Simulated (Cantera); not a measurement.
Input (Python, Cantera) and output of one run.

```python
import numpy as np
import cantera as ct

gas_names = """
    CL CL2 H HCL H2 Si SiCL SiCL2 SiCL3 SiCL4 SiH SiHCL3 SiH2 SiH2CL2 SiH3 SiH3CL SiH4 Si2 Si3
""".split()
cond_names = """
    Si(cr) Si(L)
""".split()


# ... load() reads the species with a 1 bar reference pressure and builds the phases ...
atoms = {
    'Si2Cl6': {'Si': 2, 'CL': 6},
    'Cl2': {'CL': 2},
    'H2': {'H': 2},
}
top_T = {}  # K; cautious upper limits of use, not melting points


# ... equilibrate(T, P, feed) seeds the gas with the atoms and calls Mixture.equilibrate('TP', solver="vcs", rtol=1e-11, max_steps=5000) ...
results = []
feed = {'Si2Cl6': 1, 'Cl2': 0.65, 'H2': 11}  # mol
P = 200  # Pa
for T in [1273, 1323, 1373, 1423, 1473, 1523, 1573, 1623, 1673, 1723, 1773, 1823]:
    mix = equilibrate(T, P, feed)
    results.append((T, P, feed, dict(zip(mix.species_names, mix.species_moles))))

top = {s: max(r[3][s] / sum(r[3][g] for g in gas_names) for r in results) for s in gas_names}
cols = sorted((s for s in top if top[s] > 1e-06), key=lambda s: -top[s])[:6]
seen = [c for c in cond_names if any(r[3].get(c, 0) > 1e-12 for r in results)]
print("log10 of partial pressures in bar; condensed amounts in mol")
print(f"{'T/K':>10s}" + "".join(f"{s[:9]:>10s}" for s in cols + seen))
for T, P, feed, n in results:
    ng = sum(n[g] for g in gas_names)
    print(f"{T:10.4g}" + "".join(f"{np.log10(max(n[s] / ng * P / 1e5, 1e-99)):10.3f}" for s in cols)
          + "".join(f"{n.get(c, 0):10.4g}" for c in seen))
```

Output:

```
log10 of partial pressures in bar; condensed amounts in mol
       T/K        H2       HCL     SiCL2     SiCL3     SiCL4         H
      1273    -2.869    -3.432    -3.665    -4.514    -4.546    -7.582
      1323    -2.880    -3.394    -3.625    -4.619    -4.875    -7.240
      1373    -2.886    -3.373    -3.602    -4.747    -5.227    -6.920
      1423    -2.889    -3.363    -3.588    -4.883    -5.580    -6.622
      1473    -2.891    -3.357    -3.581    -5.019    -5.923    -6.343
      1523    -2.892    -3.354    -3.576    -5.150    -6.250    -6.082
      1573    -2.893    -3.352    -3.573    -5.276    -6.559    -5.837
      1623    -2.894    -3.351    -3.571    -5.395    -6.851    -5.607
      1673    -2.894    -3.350    -3.570    -5.508    -7.127    -5.391
      1723    -2.896    -3.349    -3.571    -5.615    -7.387    -5.187
      1773    -2.897    -3.349    -3.573    -5.717    -7.632    -4.995
      1823    -2.900    -3.347    -3.577    -5.815    -7.863    -4.813
```

Method: chemical equilibrium by Gibbs-energy minimisation in Cantera with the NASA 1993 tables (ideal gas, pure condensed phases). The feed counts by its element totals alone. The tables' values for SiCl3, SiCl are old estimates; treat these amounts as uncertain. Gases not in the tables: Si2H6 and higher silanes.
